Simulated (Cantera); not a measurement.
What does this Cantera script print?

```python
import numpy as np
import cantera as ct

gas_names = """
    C CN CO CO2 C2 CCN CNC C2N2 C2O C3 C3O2 C4 C4N2 C5 Cu CuO Cu2 N NCO NO NO2 NO3 N2 N2O O O2 O3
""".split()
cond_names = """
    C(gr) Cu(cr) Cu(L) CuO(s) Cu2O(s) Cu2O(L)
""".split()


# ... load() reads the species with a 1 bar reference pressure and builds the phases ...
atoms = {
    'CuO': {'Cu': 1, 'O': 1},
    'CO': {'C': 1, 'O': 1},
    'N2': {'N': 2},
}
top_T = {'C(gr)': 4500, 'CuO(s)': 1390}  # K; cautious upper limits of use, not melting points


# ... equilibrate(T, P, feed) seeds the gas with the atoms and calls Mixture.equilibrate('TP', solver="vcs", rtol=1e-11, max_steps=5000) ...
results = []
feed = {'CuO': 1, 'CO': 1, 'N2': 0.33}  # mol
T = 1498  # K
P = 13000  # Pa
mix = equilibrate(T, P, feed)
results.append((T, P, feed, dict(zip(mix.species_names, mix.species_moles))))
x = sorted(zip(gas.X, gas.species_names), reverse=True)
print(f"T = {T:g} K  P = {P:g} Pa  gas = {mix.phase_moles(0):.4g} mol")
print("   x: " + "  ".join(f"{s} {v:.3e}" for v, s in x if v > 0.0001))
print("   condensed (mol): " + ("  ".join(f"{mix.phase(i).name} {mix.phase_moles(i):.4g}"
      for i in range(1, mix.n_phases) if mix.phase_moles(i) > 1e-12) or "none"))
```

It prints:

```
T = 1498 K  P = 13000 Pa  gas = 1.33 mol
   x: CO2 7.510e-01  N2 2.480e-01  CO 5.892e-04  O2 2.820e-04
   condensed (mol): Cu(L) 0.9999
```

Method: chemical equilibrium by Gibbs-energy minimisation in Cantera with the NASA 1993 tables (ideal gas, pure condensed phases).
